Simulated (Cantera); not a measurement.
Charge: 1 mol Si, 11 mol HF, 0.1 mol H2, 3.8 mol NF3, equilibrated at 775 °C and 13.3 mbar.

Cantera equilibrium calculation (NASA polynomials, part measured and part estimated; ideal gas, pure solids and liquids). Candidate condensed phases: Si, Si3N4; 37 gas species. Rates play no part.

Base state: HF 0.547, F 0.270, N2 0.0928, SiF4 0.0489, F2 0.0408 (mole fractions); condensed: gas only.

Q: What changes in the equilibrium state with this change: H2 from 0.1 to 1 mol?

A: 
| species | before | after |
|---|---|---|
| HF | 0.547 | 0.625 |
| F | 0.270 | 0.210 |
| N2 | 0.0928 | 0.0914 |
| F2 | 0.0408 | 0.0247 |
| SiF4 | 0.0489 | 0.0481 |

Q: What changes in the equilibrium state with this change: H2 from 0.1 to 26 mol?

A: 
```tsv
species	before	after
H2	<1e-9	0.511
HF	0.547	0.422
N2	0.0928	0.0436
F	0.270	<1e-9
F2	0.0408	<1e-9
SiF4	0.0489	0.0229
```
